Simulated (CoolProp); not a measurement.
Values from CoolProp's reference Helmholtz-energy equation of state, Lemmon 2006. It is a short technical equation, of lower accuracy than the large ones.

Problem. For carbon monoxide, give the phase and the density (kg/m³), cp (kJ/(kg K)), isothermal compressibility (1/MPa) at 91 K and 20.5 MPa.

Solution. 
- 91 K and 20.5 MPa: liquid; density 802, cp 1.99, isothermal compressibility 0.00246
